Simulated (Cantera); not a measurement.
## SiHCl3 + C2H4 + H2 (silicon carbide growth)

Charge: 1 mol SiHCl3, 0.39 mol C2H4, 180 mol H2, held at 1330 Pa.

Method: chemical equilibrium by Gibbs-energy minimisation in Cantera with the NASA 1993 tables (ideal gas, pure condensed phases). Candidate condensed phases: C, C6H6, C7H8, C8H18, Si, SiC; 109 gas species. Mutual solubility and eutectic melting of coexisting phases are not modelled. The tables' values for SiCl3, SiCl are old estimates; treat these amounts as uncertain. Gases not in the tables: Si2H6 and higher silanes. The numbers say what is thermodynamically allowed, not how fast it happens.

At 900 K the condensed part is SiC(s). From 1050 K to 1650 K the condensed part is Si(s) + SiC(s). At 1800 K the condensed part is Si(l) + SiC(s). From 1950 K to 2100 K the condensed part is SiC(s). From 2250 K to 2550 K nothing is condensed. The main Si-bearing gas is SiCl4 at 900 K and Si at 2550 K.

| T (K) | x H2 | x H | x HCl | x Si | n SiC(s) | n Si(s) | n Si(l) |
|---|---|---|---|---|---|---|---|
| 900 | 0.987 | 1.01e-9 | 0.0117 | <1e-12 | 0.774 | 0 | 0 |
| 1050 | 0.986 | 6.97e-8 | 0.0131 | <1e-12 | 0.780 | 0.0187 | 0 |
| 1200 | 0.984 | 1.70e-6 | 0.0151 | 1.04e-10 | 0.780 | 0.108 | 0 |
| 1350 | 0.984 | 2.05e-5 | 0.0151 | 1.50e-8 | 0.780 | 0.0991 | 0 |
| 1500 | 0.984 | 0.000151 | 0.0149 | 7.89e-7 | 0.780 | 0.0855 | 0 |
| 1650 | 0.984 | 0.000780 | 0.0148 | 2.01e-5 | 0.780 | 0.0674 | 0 |
| 1800 | 0.981 | 0.00307 | 0.0149 | 0.000238 | 0.779 | 0 | 0.0292 |
| 1950 | 0.973 | 0.00979 | 0.0156 | 0.000762 | 0.774 | 0 | 0 |
| 2100 | 0.955 | 0.0264 | 0.0156 | 0.00157 | 0.631 | 0 | 0 |
| 2250 | 0.916 | 0.0616 | 0.0149 | 0.00430 | 0 | 0 | 0 |
| 2400 | 0.851 | 0.127 | 0.0137 | 0.00454 | 0 | 0 | 0 |
| 2550 | 0.746 | 0.233 | 0.0118 | 0.00442 | 0 | 0 | 0 |
x: gas mole fraction; n: condensed amount in mol.
